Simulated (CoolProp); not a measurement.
Carbon monoxide along the isotherm 136.6 K: Z from the reference equation and from simpler models built on Tc = 132.9 K, pc = 3.498 MPa, ω = 0.050; each cubic takes its own stable root.

Computed with CoolProp (reference Helmholtz-energy equation of state, Lemmon 2006). It is a short technical equation, of lower accuracy than the large ones.

```csv
p (MPa),phase,reference,van der Waals,Redlich-Kwong,Soave-Redlich-Kwong,Peng-Robinson
0.111,gas,0.9902,0.9911,0.9900,0.9900,0.9888
0.197,gas,0.9825,0.9842,0.9821,0.9821,0.9800
0.35,gas,0.9686,0.9716,0.9679,0.9680,0.9643
0.622,gas,0.9433,0.9485,0.9421,0.9422,0.9357
1.11,gas,0.8954,0.9046,0.8933,0.8936,0.8822
1.97,gas,0.8006,0.8162,0.7975,0.7981,0.7787
3.5,supercritical,0.5577,0.5721,0.5549,0.5577,0.5285
6.22,supercritical,0.3124,0.4007,0.3401,0.3413,0.3092
11.1,supercritical,0.4832,0.6168,0.5001,0.5009,0.4512
19.7,supercritical,0.7738,0.9871,0.7765,0.7771,0.6991
35,supercritical,1.254,1.610,1.234,1.235,1.111
```
